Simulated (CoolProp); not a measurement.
Properties of isobutane along the isobar 2550 kPa (Tc = 407.8 K, pc = 3629 kPa, ω = 0.184).

Model: reference Helmholtz-energy equation of state, Bücker 2006, in CoolProp.

```json
[
 {"T (K)": "385.7", "phase": "liquid", "Z": "0.1161", "cp (kJ/(kg K))": "3.843", "cv (kJ/(kg K))": "2.106", "isothermal compressibility (1/MPa)": "0.05111", "conductivity (mW/(m K))": "63.7", "fugacity coefficient": "0.7080"},
 {"T (K)": "406.7", "phase": "gas", "Z": "0.6916", "cp (kJ/(kg K))": "2.842", "cv (kJ/(kg K))": "2.156", "isothermal compressibility (1/MPa)": "0.6394", "conductivity (mW/(m K))": "34.1", "fugacity coefficient": "0.7651"},
 {"T (K)": "427.7", "phase": "gas", "Z": "0.7586", "cp (kJ/(kg K))": "2.678", "cv (kJ/(kg K))": "2.210", "isothermal compressibility (1/MPa)": "0.5457", "conductivity (mW/(m K))": "36.1", "fugacity coefficient": "0.8024"},
 {"T (K)": "448.8", "phase": "gas", "Z": "0.8045", "cp (kJ/(kg K))": "2.651", "cv (kJ/(kg K))": "2.279", "isothermal compressibility (1/MPa)": "0.5010", "conductivity (mW/(m K))": "38.7", "fugacity coefficient": "0.8321"},
 {"T (K)": "469.8", "phase": "gas", "Z": "0.8383", "cp (kJ/(kg K))": "2.670", "cv (kJ/(kg K))": "2.354", "isothermal compressibility (1/MPa)": "0.4745", "conductivity (mW/(m K))": "41.6", "fugacity coefficient": "0.8563"},
 {"T (K)": "490.9", "phase": "gas", "Z": "0.8646", "cp (kJ/(kg K))": "2.711", "cv (kJ/(kg K))": "2.430", "isothermal compressibility (1/MPa)": "0.4568", "conductivity (mW/(m K))": "44.7", "fugacity coefficient": "0.8764"},
 {"T (K)": "511.9", "phase": "gas", "Z": "0.8855", "cp (kJ/(kg K))": "2.762", "cv (kJ/(kg K))": "2.505", "isothermal compressibility (1/MPa)": "0.4442", "conductivity (mW/(m K))": "48.1", "fugacity coefficient": "0.8933"},
 {"T (K)": "532.9", "phase": "gas", "Z": "0.9025", "cp (kJ/(kg K))": "2.819", "cv (kJ/(kg K))": "2.579", "isothermal compressibility (1/MPa)": "0.4347", "conductivity (mW/(m K))": "51.5", "fugacity coefficient": "0.9075"},
 {"T (K)": "554", "phase": "gas", "Z": "0.9166", "cp (kJ/(kg K))": "2.878", "cv (kJ/(kg K))": "2.652", "isothermal compressibility (1/MPa)": "0.4274", "conductivity (mW/(m K))": "55.1", "fugacity coefficient": "0.9197"},
 {"T (K)": "575", "phase": "gas", "Z": "0.9284", "cp (kJ/(kg K))": "2.938", "cv (kJ/(kg K))": "2.723", "isothermal compressibility (1/MPa)": "0.4216", "conductivity (mW/(m K))": "58.8", "fugacity coefficient": "0.9302"}
]
```

Thermal conductivity comes from a separate model (Perkins 2002).
